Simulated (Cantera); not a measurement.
Premixed flame

A freely propagating, adiabatic, planar premixed flame of 4.85 % CH4, 0.330 % C2H6, 0.364 % C3H8, 16.9 % O2, 77.6 % N2, equivalence ratio 0.75, unburnt at 573 K and 1000000 Pa; mixture-averaged transport, grid criteria slope 0.08 and curve 0.16, no radiation.

Model: GRI-Mech 3.0 (53 species, 325 reactions), integrated in Cantera. Burning velocities carry a grid error of a few per cent, more on coarse grids.

```json
[
 {"z (mm)": "-0.355", "T (K)": "575", "u (m/s)": "0.216", "x CH4": "0.0484", "x C2H6": "0.00329", "x C3H8": "0.00363", "x C2H4": "1.08e-6", "x C2H2": "3.89e-8", "x CO2": "9.40e-6"},
 {"z (mm)": "-0.237", "T (K)": "587", "u (m/s)": "0.221", "x CH4": "0.0477", "x C2H6": "0.00328", "x C3H8": "0.00363", "x C2H4": "1.19e-5", "x C2H2": "4.15e-7", "x CO2": "0.000108"},
 {"z (mm)": "-0.177", "T (K)": "619", "u (m/s)": "0.233", "x CH4": "0.0463", "x C2H6": "0.00324", "x C3H8": "0.00360", "x C2H4": "5.03e-5", "x C2H2": "1.72e-6", "x CO2": "0.000471"},
 {"z (mm)": "-0.118", "T (K)": "733", "u (m/s)": "0.277", "x CH4": "0.0413", "x C2H6": "0.00303", "x C3H8": "0.00345", "x C2H4": "0.000238", "x C2H2": "7.98e-6", "x CO2": "0.00232"},
 {"z (mm)": "-0.0592", "T (K)": "1095", "u (m/s)": "0.417", "x CH4": "0.0262", "x C2H6": "0.00197", "x C3H8": "0.00220", "x C2H4": "0.00108", "x C2H2": "3.74e-5", "x CO2": "0.0116"},
 {"z (mm)": "-0.0296", "T (K)": "1411", "u (m/s)": "0.540", "x CH4": "0.0132", "x C2H6": "0.000817", "x C3H8": "0.000648", "x C2H4": "0.00145", "x C2H2": "7.19e-5", "x CO2": "0.0230"},
 {"z (mm)": "0", "T (K)": "1721", "u (m/s)": "0.658", "x CH4": "0.00201", "x C2H6": "3.39e-5", "x C3H8": "5.83e-6", "x C2H4": "0.000297", "x C2H2": "6.83e-5", "x CO2": "0.0396"},
 {"z (mm)": "0.0296", "T (K)": "1854", "u (m/s)": "0.705", "x CH4": "4.30e-5", "x C2H6": "1.60e-8", "x C3H8": "<1e-8", "x C2H4": "2.48e-6", "x C2H2": "2.67e-6", "x CO2": "0.0534"},
 {"z (mm)": "0.0592", "T (K)": "1903", "u (m/s)": "0.722", "x CH4": "6.95e-7", "x C2H6": "<1e-8", "x C3H8": "<1e-8", "x C2H4": "1.42e-8", "x C2H2": "4.38e-8", "x CO2": "0.0596"},
 {"z (mm)": "0.118", "T (K)": "1939", "u (m/s)": "0.734", "x CH4": "<1e-8", "x C2H6": "<1e-8", "x C3H8": "<1e-8", "x C2H4": "<1e-8", "x C2H2": "<1e-8", "x CO2": "0.0634"},
 {"z (mm)": "0.237", "T (K)": "1954", "u (m/s)": "0.739", "x CH4": "<1e-8", "x C2H6": "<1e-8", "x C3H8": "<1e-8", "x C2H4": "<1e-8", "x C2H2": "<1e-8", "x CO2": "0.0648"},
 {"z (mm)": "0.473", "T (K)": "1958", "u (m/s)": "0.740", "x CH4": "<1e-8", "x C2H6": "<1e-8", "x C3H8": "<1e-8", "x C2H4": "<1e-8", "x C2H2": "<1e-8", "x CO2": "0.0651"},
 {"z (mm)": "0.946", "T (K)": "1958", "u (m/s)": "0.740", "x CH4": "<1e-8", "x C2H6": "<1e-8", "x C3H8": "<1e-8", "x C2H4": "<1e-8", "x C2H2": "<1e-8", "x CO2": "0.0651"}
]
```
x: mole fraction of selected species; z is measured from the peak of heat release.

```
Item                         Result
------------------------  ---------
laminar burning velocity  21.5 cm/s
thermal thickness          0.118 mm
peak x(C2H4)                0.00148
peak x(C2H2)                9.03e-5
grid points                     129
```
